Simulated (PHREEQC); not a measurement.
Dissolve 2 mmol/kgw Cu(NO3)2 at 25 °C. Closed to the air; pH follows from the charge balance.

Computed with PHREEQC (ion-association model, wateq4f.dat).

Each row changes one thing in this solution. Precipitation was switched off in this run.

```tsv
case	pH	ionic strength (mol/kgw)	Cu2(OH)2+2 (mol/kgw)	CuOH+ (mol/kgw)	Cu(OH)2 (mol/kgw)	SI of Tenorite (CuO)	SI of Cu(OH)2 (Cu(OH)2)
as made	5.13	0.00600	2.35e-6	2.14e-6	5.56e-7	-0.19	-1.21
Cu(NO3)2 from 0.002 to 0.0018 mol/kgw	5.16	0.00539	2.16e-6	2.05e-6	5.67e-7	-0.19	-1.21
Cu(NO3)2 from 0.002 to 0.003 mol/kgw	5.04	0.00899	3.26e-6	2.47e-6	5.09e-7	-0.23	-1.25
Cu(NO3)2 from 0.002 to 0.01 mol/kgw	4.75	0.0300	7.94e-6	3.63e-6	3.61e-7	-0.38	-1.40
0.0037 mol/kgw LiOH added	7.77	0.00414	0.000112	1.49e-5	0.00173	+3.30	+2.28
temperature from 25 to 70 °C	4.65	0.00599	1.18e-5	6.81e-7	5.77e-8	+0.29	-0.73
diluted 10-fold with water	5.61	0.000598	2.58e-7	7.47e-7	6.21e-7	-0.15	-1.17
Cu(NO3)2 from 0.002 to 0.004 mol/kgw	4.97	0.0120	4.07e-6	2.73e-6	4.74e-7	-0.26	-1.28
temperature from 25 to 50 °C	4.86	0.00599	6.65e-6	1.14e-6	1.59e-7	+0.13	-0.89
```

Some of these states are supersaturated (in Cu(OH)2, Cu2(OH)3NO3, Tenorite (slow to form), for instance). Constants without temperature data keep their 25 °C values here. The database's constant for dissolved Cu(OH)2 is higher than later reviews accept.
